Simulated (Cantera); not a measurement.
An adiabatic, constant-volume homogeneous reactor starts with CH3OH : O2 : N2 = 1 : 1.76 : 6.64 (molar parts), at 1250 K and 3.06 atm. Integrator tolerance rtol = 1e-08.

Computed with Cantera and GRI-Mech 3.0 (53 species, 325 reactions). GRI-Mech 3.0 was tuned for natural gas; its chemistry of methanol as a main component is partial and can be far from experiment.

Task: What does this change do: pressure from 3.06 atm to 7.80 atm?

Result: 
```tsv
quantity	before	after
time of steepest temperature rise	1.66 ms	0.798 ms
temperature at 0.200 s	2841 K	2904 K
equilibrium temperature	2841 K	2904 K
x(CH3OH) at 0.200 s	<1e-12 (gas-phase equilibrium <1e-12)	<1e-12 (gas-phase equilibrium <1e-12)
x(O2) at 0.200 s	0.0309 (gas-phase equilibrium 0.0309)	0.0288 (gas-phase equilibrium 0.0288)
x(CO2) at 0.200 s	0.0716 (gas-phase equilibrium 0.0716)	0.0755 (gas-phase equilibrium 0.0755)
x(CH4) at 0.200 s	<1e-12 (gas-phase equilibrium <1e-12)	<1e-12 (gas-phase equilibrium <1e-12)
x(CH2) at 0.200 s	<1e-12 (gas-phase equilibrium <1e-12)	<1e-12 (gas-phase equilibrium <1e-12)
x(H2O) at 0.200 s	0.176 (gas-phase equilibrium 0.176)	0.180 (gas-phase equilibrium 0.180)
x(C2H4) at 0.200 s	<1e-12 (gas-phase equilibrium <1e-12)	<1e-12 (gas-phase equilibrium <1e-12)
```

Task: What does this change do: 0.33 parts H2O added?

Result: 
```csv
quantity,before,after
time of steepest temperature rise,1.66 ms,1.53 ms
temperature at 0.200 s,2841 K,2802 K
equilibrium temperature,2841 K,2802 K
x(CH3OH) at 0.200 s,<1e-12 (gas-phase equilibrium <1e-12),<1e-12 (gas-phase equilibrium <1e-12)
x(O2) at 0.200 s,0.0309 (gas-phase equilibrium 0.0309),0.0296 (gas-phase equilibrium 0.0296)
x(CO2) at 0.200 s,0.0716 (gas-phase equilibrium 0.0716),0.0719 (gas-phase equilibrium 0.0719)
x(CH4) at 0.200 s,<1e-12 (gas-phase equilibrium <1e-12),<1e-12 (gas-phase equilibrium <1e-12)
x(CH2) at 0.200 s,<1e-12 (gas-phase equilibrium <1e-12),<1e-12 (gas-phase equilibrium <1e-12)
x(H2O) at 0.200 s,0.176 (gas-phase equilibrium 0.176),0.202 (gas-phase equilibrium 0.202)
x(C2H4) at 0.200 s,<1e-12 (gas-phase equilibrium <1e-12),<1e-12 (gas-phase equilibrium <1e-12)
```
